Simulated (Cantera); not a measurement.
A perfectly stirred reactor is fed with 8.62 % CH4, 17.4 % O2, 65.5 % N2, 8.45 % CO2, at 0.230 bar; it is adiabatic with a 450 K inlet, and is followed from long to short residence time, starting on the burning branch (τ in s: 0.044, 0.017, 0.0066, 0.0025, 0.00098, 0.00038, 0.00015, 5.6e-05, 2.2e-05).

Model: GRI-Mech 3.0 (53 species, 325 reactions), integrated in Cantera.

x: mole fraction; the columns are a selection and need not sum to one.

| τ (s) | T (K) | x CH4 | x O2 | x CO2 | x OH | x NO | x H2 | x HCN |
|---|---|---|---|---|---|---|---|---|
| 0.044 | 1942 | 1.78e-5 | 0.0165 | 0.141 | 0.00540 | 0.000125 | 0.00661 | ___ |
| 0.017 | 1879 | 3.71e-5 | 0.0196 | 0.136 | 0.00605 | 7.32e-5 | 0.00830 | ___ |
| 0.0066 | 1812 | 8.14e-5 | 0.0226 | 0.131 | 0.00644 | 4.44e-5 | 0.0100 | ___ |
| 0.0025 | 1745 | 0.000198 | 0.0258 | 0.126 | 0.00649 | 2.68e-5 | 0.0117 | ___ |
| 0.00098 | 1684 | 0.000526 | 0.0297 | 0.121 | 0.00606 | 1.62e-5 | 0.0132 | ___ |
| 0.00038 | 1599 | 0.00217 | 0.0400 | 0.110 | 0.00412 | 7.71e-6 | 0.0160 | ___ |
| 0.00015 | 450 | 0.0862 | 0.174 | 0.0845 | <1e-12 | <1e-12 | <1e-12 | <1e-12 |
| 5.6e-5 | 450 | 0.0862 | 0.174 | 0.0845 | <1e-12 | <1e-12 | <1e-12 | <1e-12 |
| 2.2e-5 | 450 | 0.0862 | 0.174 | 0.0845 | <1e-12 | <1e-12 | <1e-12 | <1e-12 |

### Question
What belongs in the gaps?

### Answer

- 0.044, x HCN: 1.43e-7
- 0.017, x HCN: 1.70e-7
- 0.0066, x HCN: 2.19e-7
- 0.0025, x HCN: 3.19e-7
- 0.00098, x HCN: 5.45e-7
- 0.00038, x HCN: 1.37e-6
